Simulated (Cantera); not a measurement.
A Cantera script and its output.

```python
import numpy as np
import cantera as ct

gas = ct.Solution("h2o2.yaml")
gas.TPX = 1048, 25000, {'H2': 1, 'O2': 0.417, 'N2': 1.57}
reactor = ct.IdealGasConstPressureReactor(gas, energy="on", clone=False)
net = ct.ReactorNet([reactor])
net.rtol, net.atol = 1e-08, 1e-16
show = ['H2', 'O2', 'OH', 'H2O2', 'HO2', 'H2O', 'H']
times = np.geomspace(4e-06, 0.5, 14)

steps = ct.SolutionArray(gas, extra=["t"])
rows = []
print(f"{'t/s':>10s}{'T/K':>9s}{'P/Pa':>11s}" + "".join(f"{s:>11s}" for s in show))
for t in times:
    while net.time < t:
        t_next = net.step()
        steps.append(gas.state, t=t_next)
    rows.append([np.interp(t, steps.t, y) for y in (steps.T, steps.P, *steps(*show).X.T)])
    print(f"{t:10.3e}{rows[-1][0]:9.1f}{rows[-1][1]:11.4g}" + "".join(f"{x:11.3e}" for x in rows[-1][2:]))
rate = np.gradient(steps.T, steps.t)
print("integrator steps:", len(steps.t))
if steps.T.max() > steps.T[0] + 200:
    print(f"time of steepest temperature rise: {steps.t[rate.argmax()]:.4e} s")
gas.TPX = 1048, 25000, {'H2': 1, 'O2': 0.417, 'N2': 1.57}
gas.equilibrate("HP")
print(f"equilibrium (HP): T = {gas.T:.1f} K  " + "  ".join(f"{s} {gas[s].X[0]:.3e}" for s in show))
```

Result:

```
       t/s      T/K       P/Pa         H2         O2         OH       H2O2        HO2        H2O          H
 4.000e-06   1048.0    2.5e+04  3.348e-01  1.396e-01  2.524e-12  2.707e-14  1.204e-10  5.880e-12  1.187e-10
 9.866e-06   1048.0    2.5e+04  3.348e-01  1.396e-01  9.014e-12  1.668e-13  3.025e-10  5.360e-11  3.171e-10
 2.433e-05   1048.0    2.5e+04  3.348e-01  1.396e-01  3.473e-11  1.050e-12  7.899e-10  4.870e-10  1.056e-09
 6.002e-05   1048.0    2.5e+04  3.348e-01  1.396e-01  2.251e-10  7.343e-12  2.534e-09  6.065e-09  6.511e-09
 1.480e-04   1048.0    2.5e+04  3.348e-01  1.396e-01  9.014e-09  1.372e-10  4.254e-08  3.159e-07  2.583e-07
 3.651e-04   1054.0    2.5e+04  3.309e-01  1.380e-01  8.577e-05  2.559e-07  2.276e-05  2.883e-03  2.105e-03
 9.005e-04   2161.6    2.5e+04  8.273e-02  1.486e-02  2.326e-02  1.039e-07  1.794e-06  2.367e-01  6.189e-02
 2.221e-03   2529.7    2.5e+04  7.944e-02  8.033e-03  2.255e-02  7.846e-08  1.538e-06  2.668e-01  3.137e-02
 5.478e-03   2627.7    2.5e+04  7.718e-02  6.147e-03  2.076e-02  9.882e-08  1.630e-06  2.766e-01  2.437e-02
 1.351e-02   2629.9    2.5e+04  7.712e-02  6.106e-03  2.071e-02  9.940e-08  1.632e-06  2.768e-01  2.422e-02
 3.332e-02   2629.9    2.5e+04  7.712e-02  6.106e-03  2.071e-02  9.940e-08  1.632e-06  2.768e-01  2.422e-02
 8.219e-02   2629.9    2.5e+04  7.712e-02  6.106e-03  2.071e-02  9.940e-08  1.632e-06  2.768e-01  2.422e-02
 2.027e-01   2629.9    2.5e+04  7.712e-02  6.106e-03  2.071e-02  9.940e-08  1.632e-06  2.768e-01  2.422e-02
 5.000e-01   2629.9    2.5e+04  7.712e-02  6.106e-03  2.071e-02  9.940e-08  1.632e-06  2.768e-01  2.422e-02
integrator steps: 1285
time of steepest temperature rise: 4.4969e-04 s
equilibrium (HP): T = 2629.9 K  H2 7.712e-02  O2 6.106e-03  OH 2.071e-02  H2O2 9.940e-08  HO2 1.632e-06  H2O 2.768e-01  H 2.422e-02
```

Detailed kinetics in Cantera: the H2/O2 subset of GRI-Mech 3.0, which has no nitrogen chemistry.
